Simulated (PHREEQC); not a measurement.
Dissolve 2.5 mmol/kgw Cu(NO3)2, 3.8 mmol/kgw NaHF2 and 0.042 mmol/kgw Na2SO4 at 20 °C. Closed to the air; pH follows from the charge balance.

Computed with PHREEQC (ion-association model, wateq4f.dat).

The pH comes out as 3.23. The ionic strength is 0.0118 mol/kgw and the total alkalinity is -3.80 meq/kg.

```json
[
 {"species": "NO3-", "molality": "0.00500", "activity": "0.00446", "log γ": "-0.050"},
 {"species": "F-", "molality": "0.00427", "activity": "0.00382", "log γ": "-0.049"},
 {"species": "Na+", "molality": "0.00388", "activity": "0.00348", "log γ": "-0.047"},
 {"species": "HF", "molality": "0.00305", "activity": "0.00306", "log γ": "0.001"},
 {"species": "Cu+2", "molality": "0.00238", "activity": "0.00157", "log γ": "-0.181"},
 {"species": "H+", "molality": "0.000643", "activity": "0.000584", "log γ": "-0.042"},
 {"species": "CuF+", "molality": "0.000116", "activity": "0.000104", "log γ": "-0.048"},
 {"species": "HF2-", "molality": "4.81e-5", "activity": "4.30e-5", "log γ": "-0.049"},
 {"species": "SO4-2", "molality": "3.36e-5", "activity": "2.18e-5", "log γ": "-0.187"},
 {"species": "H2F2", "molality": "2.91e-5", "activity": "2.91e-5", "log γ": "0.001"},
 {"species": "NaF", "molality": "7.62e-6", "activity": "7.64e-6", "log γ": "0.001"},
 {"species": "CuSO4", "molality": "6.73e-6", "activity": "6.75e-6", "log γ": "0.001"},
 {"species": "HSO4-", "molality": "1.24e-6", "activity": "1.11e-6", "log γ": "-0.047"},
 {"species": "NaSO4-", "molality": "4.10e-7", "activity": "3.69e-7", "log γ": "-0.046"}
]
```

This is a speciation only: nothing precipitates in the calculation.
